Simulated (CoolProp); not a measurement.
R245ca at 425.74 K and 5.4 MPa is throttled through a valve to 2.7 MPa with no heat exchange. Each further row changes one setting.

Values from CoolProp's reference Helmholtz-energy equation of state, Zhou 2016.

| case | temperature change (K) | final phase | final density (kg/m³) |
|---|---|---|---|
| as stated | -2.6 | liquid | 948 |
| outlet pressure 0.81 MPa | -58.5 | two-phase, vapour fraction 0.585 | 71.4 |
| outlet pressure 3.51 MPa | -1.6 | liquid | 967 |
